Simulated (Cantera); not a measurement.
Input: 1 mol Fe2O3, 2.5 mol CO, at 0.00210 bar.

These are equilibrium values from Cantera (NASA tables, ideal gas, pure condensed phases), not measurements of a reactor. Candidate condensed phases: C, Fe, Fe(CO)5, FeO, Fe2O3, Fe3O4; 15 gas species. The tables' stoichiometric FeO is somewhat more stable than real wüstite, so its field is too wide. FeO: taken at fixed stoichiometry. Rates play no part.

x: gas mole fraction; n: condensed amount in mol.

```
T (°C)   x CO  x CO2      x Fe     x O2       x O     x FeO  n FeO(s)  n FeO(l)
------  -----  -----  --------  -------  --------  --------  --------  --------
977     0.600  0.400   3.43e-8   <1e-12  1.19e-12  3.92e-11      2.00         0
1177    0.600  0.400         ?        ?         ?         ?      2.00         0
1377    0.600  0.400  0.000286  3.02e-7   3.10e-7   4.39e-6         0      2.00
1577    0.592  0.403         ?        ?         ?         ?         0      1.99
1777    0.539  0.418    0.0383  0.00113  0.000715   0.00318         0      1.89
1977    0.360  0.379     0.174   0.0375    0.0156    0.0339         0      1.30
2177    0.283  0.159     0.304    0.119    0.0848    0.0495         0         0
```

Problem. Fill in the missing entries.

Solution. 
- 1577, x Fe: 0.00468
- 1577, x O2: 2.55e-5
- 1577, x O: 2.12e-5
- 1577, x FeO: 0.000172
- 1177, x Fe: 5.95e-6
- 1177, x O2: 1.07e-9
- 1177, x O: 1.44e-9
- 1177, x FeO: 3.01e-8
